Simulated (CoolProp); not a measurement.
Vapour-liquid equilibrium of nitrogen (1) + carbon monoxide (2) at 0.176 MPa; x and y are mole fractions of (1).

Computed with CoolProp (multi-fluid Helmholtz-energy mixture model, Span 2000 and Lemmon 2006; pair parameters Gernert 2013).

| x | bubble temperature, mixture model (K) | bubble temperature, Raoult's law (K) | y, mixture model | y, Raoult's law |
|---|---|---|---|---|
| 0.05 | 86.5 | 86.6 | 0.078 | 0.075 |
| 0.125 | 86.1 | 86.2 | 0.186 | 0.182 |
| 0.2 | 85.6 | 85.8 | 0.286 | 0.280 |
| 0.275 | 85.2 | 85.4 | 0.377 | 0.372 |
| 0.35 | 84.8 | 85.1 | 0.460 | 0.457 |
| 0.425 | 84.4 | 84.7 | 0.537 | 0.537 |
| 0.5 | 84.1 | 84.4 | 0.608 | 0.612 |
| 0.575 | 83.8 | 84.0 | 0.674 | 0.681 |
| 0.65 | 83.5 | 83.7 | 0.737 | 0.746 |
| 0.725 | 83.2 | 83.4 | 0.796 | 0.807 |
| 0.8 | 83.0 | 83.1 | 0.853 | 0.864 |
| 0.875 | 82.7 | 82.8 | 0.908 | 0.918 |
| 0.95 | 82.5 | 82.5 | 0.963 | 0.968 |

The largest gap from Raoult's law is -0.3 K in bubble temperature, at x = 0.5. No azeotrope shows between x = 0.05 and 0.95.

Pair parameters are fitted to limited data, so mixtures are less certain than the pure fluids.
